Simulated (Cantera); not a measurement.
Ignition delay

Mixture: H2 : O2 : N2 = 1 : 0.926 : 3.48 (molar parts), equivalence ratio 0.54, at 353 Torr, adiabatic and at constant volume. Ignition delay is the time to a rise of 400 K.

Detailed kinetics in Cantera: GRI-Mech 3.0 (53 species, 325 reactions). Where the delays flatten at high temperature, the 400 K rule measures the pace of heat release, not the induction time.

```csv
T0 (K),delay (ms)
1175,0.115
1225,0.0932
1275,0.0784
1325,0.0684
1375,0.0618
1425,0.0576
```
